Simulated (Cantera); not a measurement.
A perfectly stirred reactor is fed with CH₄ : H₂ : O₂ : N₂ : CO₂ = 1 : 0.033 : 2.69 : 10.1 : 0.44 (molar parts), at 4.30 bar; it is adiabatic with a 773 K inlet, and is followed from long to short residence time, starting on the burning branch (τ in s: 0.09, 0.039, 0.017, 0.0072, 0.0031, 0.0013, 0.00058, 0.00025, 0.00011, 4.6e-05, 2e-05).

Computed with Cantera and GRI-Mech 3.0 (53 species, 325 reactions).

Problem. Predict: blow-out, bracketed by the residence times tried; x(CH₄) at τ = 90.0 ms; x(H₂) at τ = 90.0 ms; x(O₂) at τ = 90.0 ms; x(OH) at τ = 90.0 ms; x(CH₃) at τ = 90.0 ms; x(CH₄) at τ = 1.30 ms; x(H₂) at τ = 1.30 ms; x(O₂) at τ = 1.30 ms; x(OH) at τ = 1.30 ms; x(CH₃) at τ = 1.30 ms.

Solution. 
```
Item                                                                               Value
------------------------------------------------  --------------------------------------
blow-out, bracketed by the residence times tried  burning at 20.0 µs, the shortest tried
x(CH₄) at τ = 90.0 ms                                                            1.01e-6
x(H₂) at τ = 90.0 ms                                                            0.000396
x(O₂) at τ = 90.0 ms                                                              0.0461
x(OH) at τ = 90.0 ms                                                             0.00295
x(CH₃) at τ = 90.0 ms                                                            4.13e-7
x(CH₄) at τ = 1.30 ms                                                            4.13e-5
x(H₂) at τ = 1.30 ms                                                             0.00102
x(O₂) at τ = 1.30 ms                                                              0.0484
x(OH) at τ = 1.30 ms                                                             0.00434
x(CH₃) at τ = 1.30 ms                                                            1.59e-5
```
